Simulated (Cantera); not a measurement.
An isothermal, constant-pressure homogeneous reactor starts with C2H6 : N2 = 1 : 23 (molar parts), at 1823 K and 0.700 bar.

Computed with Cantera and GRI-Mech 3.0 (53 species, 325 reactions). GRI-Mech 3.0 stops at C3 and has no aromatics, soot or wall deposition, so with more carbon than oxygen in the feed, carbon stays in small species such as C2H2 where larger ones or solid carbon would form.

x: mole fraction; the columns are a selection and need not sum to one.

```
t (s)      x C2H6    x H2       x H    x HCN    x C2H
--------  -------  ------  --------  -------  -------
4.00e-5   0.00169  0.0386  0.000707        …  2.47e-6
0.000143  6.27e-5  0.0549  0.000255  1.15e-5  1.25e-6
0.000514  1.22e-5  0.0604  0.000124  1.19e-5  6.44e-7
0.00184   7.04e-6  0.0631  0.000112  1.22e-5  5.80e-7
0.00659   3.34e-6  0.0675  0.000121  1.30e-5  6.11e-7
0.0236    7.12e-7  0.0726  0.000133        …  6.55e-7
0.0847    7.86e-8  0.0754  0.000141        …  6.84e-7
0.303     8.24e-9  0.0764  0.000144        …  6.94e-7
1.09      2.65e-9  0.0766  0.000144        …  6.96e-7
3.89      2.48e-9  0.0766  0.000144        …  6.96e-7
14.0      2.47e-9  0.0766  0.000144        …  6.95e-7
50.0      2.46e-9  0.0766  0.000144        …  6.93e-7
```

Problem. Complete the blanks.

Solution. 
- 4.00e-5, x HCN: 9.14e-6
- 0.0236, x HCN: 1.48e-5
- 0.0847, x HCN: 1.74e-5
- 0.303, x HCN: 2.03e-5
- 1.09, x HCN: 2.46e-5
- 3.89, x HCN: 3.84e-5
- 14.0, x HCN: 9.55e-5
- 50.0, x HCN: 0.000303
